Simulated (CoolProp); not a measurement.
Properties of carbon dioxide along the isotherm 267.1 K.

Model: reference Helmholtz-energy equation of state, Span 1996, in CoolProp.

```
p (kPa)   phase  Joule-Thomson coefficient (K/MPa)  isothermal compressibility (1/MPa)  fugacity coefficient
-------  ------  ---------------------------------  ----------------------------------  --------------------
922         gas                              14.66                               1.171                0.9347
1840        gas                              14.85                              0.6545                0.8701
2770        gas                              15.09                              0.5254                0.8039
3690     liquid                             0.2685                            0.007108                0.6433
4610     liquid                             0.2380                            0.006619                0.5247
5530     liquid                             0.2110                            0.006205                0.4456
6460     liquid                             0.1865                            0.005845                0.3887
7380     liquid                             0.1646                            0.005533                0.3466
8300     liquid                             0.1446                            0.005259                0.3139
9220     liquid                             0.1262                            0.005014                0.2878
10100    liquid                             0.1099                            0.004802                0.2673
11100    liquid                            0.09281                            0.004585                0.2481
```
